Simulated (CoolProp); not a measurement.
Saturated liquid density (kg/m³) of sulfur hexafluoride: the reference equation beside estimates from Tc = 318.7 K, pc = 3.755 MPa, ω = 0.210. Rackett uses Z = 0.29056 − 0.08775 ω.

Computed with CoolProp (reference Helmholtz-energy equation of state, Guder 2009).

```
T (K)  reference  Rackett  van der Waals  Peng-Robinson
-----  ---------  -------  -------------  -------------
242.6       1747     1805           1114           1874
251.2       1698     1753           1082           1809
259.9       1646     1698           1046           1737
268.6       1590     1638           1008           1658
277.3       1528     1573          966.2           1569
286         1458     1500          919.5           1468
294.7       1377     1416          866.0           1350
303.4       1277     1314          801.7           1207
312.1       1133     1169          714.8           1015
```

Absolute difference from the reference over all 9 rows, mean and median: Rackett 3.1 and 3.0 %, van der Waals 36.7 and 36.8 %, Peng-Robinson 5.0 and 5.5 %.
